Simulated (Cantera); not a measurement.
Feed: 1 mol Fe₃O₄, 2.3 mol CO, 1.9 mol H₂, at 2148.15 K and 51.0 Pa.

Method: chemical equilibrium by Gibbs-energy minimisation in Cantera with the NASA 1993 tables (ideal gas, pure condensed phases). Candidate condensed phases: C, C₆H₆, C₇H₈, C₈H₁₈, Fe, Fe(CO)₅, FeO, Fe(OH)₂, Fe(OH)₃, Fe₂O₃, Fe₃O₄, H₂O; 114 gas species. The tables' stoichiometric FeO is somewhat more stable than real wüstite, so its field is too wide. FeO: taken at fixed stoichiometry. Kinetics and transport are ignored.

Base state: Fe 0.314, H₂O 0.188, CO 0.154, CO₂ 0.154, FeO 0.0443, H₂ 0.0370, H 0.0355, O₂ 0.0339 (mole fractions); condensed: FeO(l).

**Question.** What changes in the equilibrium state with this change: Fe₃O₄ replaced by Cu₂O?

**Answer.** 
| species | before | after |
|---|---|---|
| CO | 0.154 | 0.314 |
| Cu | 0 | 0.309 |
| H₂ | 0.0370 | 0.151 |
| Fe | 0.314 | 0 |
| FeO | 0.0443 | 0 |
| O₂ | 0.0339 | 0.000609 |
| O | 0.0157 | 0.00211 |
| OH | 0.0232 | 0.00630 |
| CO₂ | 0.154 | 0.0418 |
| H | 0.0355 | 0.0719 |
| H₂O | 0.188 | 0.103 |
| Fe(OH)₂ | 0.000137 | 0 |
| Cu₂ | 0 | 2.07e-5 |
| CuO | 0 | 1.61e-5 |
| FeO(l), mol | 0.318 | 0 |
Further candidate phases: Cu, CuO, Cu(OH)₂, Cu₂O.

**Question.** What changes in the equilibrium state with this change: temperature from 2148.15 K to 1923.15 K?

**Answer.** 
```tsv
species	before	after
CO	0.154	0.374
H₂O	0.188	0.212
H₂	0.0370	0.175
Fe	0.314	0.111
O₂	0.0339	7.18e-5
O	0.0157	0.000136
FeO	0.0443	0.00222
OH	0.0232	0.00182
H	0.0355	0.0175
CO₂	0.154	0.106
Fe(OH)₂	0.000137	5.84e-5
FeO(l), mol	0.318	2.46
```
